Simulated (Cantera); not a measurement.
A Cantera script and its output.

```python
import numpy as np
import cantera as ct

gas = ct.Solution("gri30.yaml")


def delay(T, t_max=10):
    gas.TPX = T, 500000, {'CH4': 1, 'H2': 0.25, 'O2': 2.59, 'N2': 9.74}
    reactor = ct.IdealGasConstPressureReactor(gas, clone=False)
    net = ct.ReactorNet([reactor])
    net.rtol, net.atol = 1e-8, 1e-16
    while net.time < t_max:
        t_old, T_old = net.time, reactor.T
        net.step()
        if reactor.T > T + 400:  # ignition: a rise of 400 K
            return t_old + (T + 400 - T_old) / (reactor.T - T_old) * (net.time - t_old)
    return np.nan


taus = []
for T in [875, 975, 1075, 1175, 1275, 1375, 1475, 1575, 1675, 1775]:
    taus.append(delay(T))
    print(f"T0 = {T:6g} K   tau = {taus[-1]:.4e} s")
```

Result:

```
T0 =    875 K   tau = 6.1587e-01 s
T0 =    975 K   tau = 3.7229e-02 s
T0 =   1075 K   tau = 4.9236e-03 s
T0 =   1175 K   tau = 1.6004e-03 s
T0 =   1275 K   tau = 6.8112e-04 s
T0 =   1375 K   tau = 3.0386e-04 s
T0 =   1475 K   tau = 1.4042e-04 s
T0 =   1575 K   tau = 6.8525e-05 s
T0 =   1675 K   tau = 3.5745e-05 s
T0 =   1775 K   tau = 1.9927e-05 s
```

Detailed kinetics in Cantera: GRI-Mech 3.0 (53 species, 325 reactions). Below about 1000 K GRI-Mech 3.0 lacks low-temperature oxidation paths. Below about 950 K walls govern HO2 and H2O2 in real vessels.
